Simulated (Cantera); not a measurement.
Cantera run, input and output.

```python
import numpy as np
import cantera as ct

gas = ct.Solution("gri30.yaml")
gas.TPX = 1498, 101325, {'CH4': 1, 'O2': 6.25, 'N2': 23.5}
reactor = ct.IdealGasReactor(gas, energy="on", clone=False)
net = ct.ReactorNet([reactor])
net.rtol, net.atol = 1e-08, 1e-16
show = ['CH4', 'O2', 'CO2', 'NO2', 'N2O', 'CH2O', 'HO2']
times = np.geomspace(4e-06, 0.5, 15)

steps = ct.SolutionArray(gas, extra=["t"])
rows = []
print(f"{'t/s':>10s}{'T/K':>9s}{'P/Pa':>11s}" + "".join(f"{s:>11s}" for s in show))
for t in times:
    while net.time < t:
        t_next = net.step()
        steps.append(gas.state, t=t_next)
    rows.append([np.interp(t, steps.t, y) for y in (steps.T, steps.P, *steps(*show).X.T)])
    print(f"{t:10.3e}{rows[-1][0]:9.1f}{rows[-1][1]:11.4g}" + "".join(f"{x:11.3e}" for x in rows[-1][2:]))
rate = np.gradient(steps.T, steps.t)
print("integrator steps:", len(steps.t))
if steps.T.max() > steps.T[0] + 200:
    print(f"time of steepest temperature rise: {steps.t[rate.argmax()]:.4e} s")
gas.TPX = 1498, 101325, {'CH4': 1, 'O2': 6.25, 'N2': 23.5}
gas.equilibrate("UV")
print(f"equilibrium (UV): T = {gas.T:.1f} K  " + "  ".join(f"{s} {gas[s].X[0]:.3e}" for s in show))
```

Output:

```
       t/s      T/K       P/Pa        CH4         O2        CO2        NO2        N2O       CH2O        HO2
 4.000e-06   1498.0  1.013e+05  3.252e-02  2.033e-01  1.088e-13  4.825e-22  2.576e-13  2.165e-09  1.077e-07
 9.250e-06   1498.0  1.013e+05  3.252e-02  2.033e-01  1.047e-12  9.625e-21  8.764e-13  1.319e-08  2.473e-07
 2.139e-05   1498.0  1.013e+05  3.252e-02  2.033e-01  9.482e-12  1.604e-19  3.450e-12  7.902e-08  5.618e-07
 4.946e-05   1498.0  1.013e+05  3.252e-02  2.032e-01  1.082e-10  2.774e-18  1.526e-11  4.895e-07  1.247e-06
 1.144e-04   1498.0  1.013e+05  3.251e-02  2.032e-01  1.867e-09  5.785e-17  7.116e-11  3.455e-06  2.618e-06
 2.645e-04   1498.1  1.013e+05  3.243e-02  2.032e-01  6.739e-08  1.671e-15  3.295e-10  3.273e-05  5.002e-06
 6.116e-04   1505.4  1.018e+05  3.104e-02  2.023e-01  9.400e-06  1.915e-13  2.355e-09  5.186e-04  2.599e-05
 1.414e-03   2328.0   1.58e+05  7.424e-21  1.362e-01  3.139e-02  1.999e-07  8.354e-07  2.188e-13  5.601e-06
 3.270e-03   2329.6   1.58e+05  6.790e-21  1.360e-01  3.147e-02  6.321e-07  8.133e-07  1.990e-13  5.661e-06
 7.562e-03   2327.5  1.579e+05  6.585e-21  1.356e-01  3.148e-02  1.586e-06  8.108e-07  1.949e-13  5.613e-06
 1.749e-02   2323.1  1.576e+05  6.176e-21  1.347e-01  3.151e-02  3.565e-06  8.075e-07  1.867e-13  5.513e-06
 4.044e-02   2315.4   1.57e+05  5.510e-21  1.332e-01  3.154e-02  7.027e-06  8.082e-07  1.729e-13  5.341e-06
 9.351e-02   2306.4  1.564e+05  4.808e-21  1.315e-01  3.159e-02  1.108e-05  8.183e-07  1.580e-13  5.144e-06
 2.162e-01   2301.8  1.561e+05  4.480e-21  1.306e-01  3.161e-02  1.315e-05  8.271e-07  1.508e-13  5.046e-06
 5.000e-01   2301.3  1.561e+05  4.446e-21  1.305e-01  3.161e-02  1.337e-05  8.282e-07  1.500e-13  5.036e-06
integrator steps: 1754
time of steepest temperature rise: 8.2365e-04 s
equilibrium (UV): T = 2301.3 K  CH4 6.913e-21  O2 1.305e-01  CO2 3.161e-02  NO2 1.337e-05  N2O 8.282e-07  CH2O 1.500e-13  HO2 5.036e-06
```

Cantera simulation using GRI-Mech 3.0 (53 species, 325 reactions); the numbers are that mechanism's predictions, not measurements.
